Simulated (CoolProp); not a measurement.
Vapour-liquid equilibrium of CH2F2 (R32) (1) + propylene (2) at 217.8 K; x and y are mole fractions of (1).

The numbers come from the multi-fluid Helmholtz-energy mixture model, Tillner-Roth 1997 and Lemmon 2013; pair parameters Bell 2016 in CoolProp.

```csv
x,"bubble pressure, mixture model (kPa)","bubble pressure, Raoult's law (kPa)","y, mixture model","y, Raoult's law"
0.05,86.28,70.95,0.218,0.059
0.125,102.5,71.95,0.377,0.145
0.2,112.2,72.95,0.459,0.229
0.275,117.8,73.95,0.505,0.311
0.35,120.8,74.95,0.534,0.390
0.425,122.2,75.95,0.551,0.468
0.5,122.8,76.95,0.563,0.543
0.575,122.9,77.95,0.572,0.617
0.65,122.7,78.95,0.581,0.688
0.725,122.0,79.95,0.594,0.758
0.8,119.8,80.95,0.620,0.826
0.875,114.3,81.95,0.672,0.893
0.95,101.1,82.94,0.796,0.958
```

The largest gap from Raoult's law is +61.2 % in bubble pressure, at x = 0.35. y crosses x between x = 0.5 and 0.575: the model has an azeotrope there.

The pair parameters rest on a limited set of measurements; away from them the model extrapolates. With so large a gap from Raoult's law the liquid may split in two, which this calculation doesn't test in full.
